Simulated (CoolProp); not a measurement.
A single-stage vapour-compression cycle with R407C: evaporating at 213.15 K (dew point), condensing at 263.15 K (bubble point), superheat 8 K, subcooling 2 K, compressor efficiency 0.9, no pressure losses. Each further row changes one setting.

Model: reference Helmholtz-energy equation of state, Lemmon 2003, in CoolProp. It is a pseudo-pure fit of the blend.

| case | cooling COP | pressure ratio | discharge temperature (K) | refrigerating effect (kJ/kg) | volumetric capacity (kJ/m³) |
|---|---|---|---|---|---|
| as stated | 2.67 | 14.6 | 322.4 | 198 | 261 |
| evaporating temperature 218.15 K | ___ | ___ | 316.3 | 201 | 353 |
| condensing temperature 258.15 K | 2.99 | ___ | ___ | 205 | 270 |
| subcooling 7 K | ___ | 14.6 | 322.4 | 205 | 270 |
| superheat 18 K | 2.65 | 14.6 | 333.8 | 205 | ___ |
| compressor efficiency 0.8 | 2.37 | 14.6 | ___ | 198 | 261 |

Problem. Fill in the missing entries.

Solution. 
- evaporating temperature 218.15 K, cooling COP: 3.07
- evaporating temperature 218.15 K, pressure ratio: 10.8
- condensing temperature 258.15 K, pressure ratio: 12.2
- condensing temperature 258.15 K, discharge temperature (K): 315.0
- subcooling 7 K, cooling COP: 2.76
- superheat 18 K, volumetric capacity (kJ/m³): 258
- compressor efficiency 0.8, discharge temperature (K): 332.5
